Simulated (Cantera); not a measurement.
Charge: 1 mol Fe2O3, 1.5 mol H2, 8.8 mol N2.

Method: chemical equilibrium by Gibbs-energy minimisation in Cantera with the NASA 1993 tables (ideal gas, pure condensed phases). Candidate condensed phases: Fe, FeO, Fe(OH)2, Fe(OH)3, Fe2O3, Fe3O4, H2O; 27 gas species. The tables' stoichiometric FeO is somewhat more stable than real wüstite, so its field is too wide. FeO: taken at fixed stoichiometry. Equilibrium is a limit: real reactors are often held back by kinetics, nucleation or transport.

Stable condensed phases, one row left out:

```
T in K \ P in Pa
              10      32     100     320    1000    3200   10000   32000  100000  320000 1000000
   2198        A       A       A       B       B       B       B       B       B       B       B
   2148        A       A       B       B       B       B       B       B       B       B       B
   2098        A       A       B       B       B       B       B       B       B       B       B
   2048        A       B       B       B       B       B       B       B       B       B       B
   1948        B       B       B       B       B       B       B       B       B       B       B
   1898        B       B       B       B       B       B       B       B       B       B       B
   1848        B       B       B       B       B       B       B       B       B       B       B
   1798        B       B       B       B       B       B       B       B       B       B       B
   1748        B       B       B       B       B       B       B       B       B       B       B
   1698        B       B       B       B       B       B       B       B       B       B       B
   1648        B       B       B       B       B       B       B       B       B       B       B
```

A: gas only; B: FeO.

Give the row for 1998 K.

10: gas only; 32: FeO; 100: FeO; 320: FeO; 1000: FeO; 3200: FeO; 10000: FeO; 32000: FeO; 100000: FeO; 320000: FeO; 1000000: FeO.
